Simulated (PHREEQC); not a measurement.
# Alkaline etch or developer (model solution)

Dissolve 0.028 mol KOH and 0.0005 mol Na2CO3 per kg of water at 25 °C. Closed to the air; pH follows from the charge balance.

Model: ion-association model, phreeqc.dat, run in PHREEQC.

```json
{
  "pH": "12.37",
  "ionic_strength": "0.0295 mol/kgw",
  "specific_conductance": "6900 µS/cm",
  "total_alkalinity": "29.0 meq/kg"
}
```

```csv
species,molality,activity,log γ
OH-,0.0280,0.0237,-0.073
K+,0.0280,0.0237,-0.073
Na+,0.000995,0.000849,-0.069
CO3-2,0.000492,0.000265,-0.269
NaCO3-,4.93e-6,4.19e-6,-0.070
HCO3-,2.82e-6,2.42e-6,-0.067
NaHCO3,1.15e-9,1.15e-9,0.003
```

This is a speciation only: nothing precipitates in the calculation. Complexes and solids missing from the database can't appear.
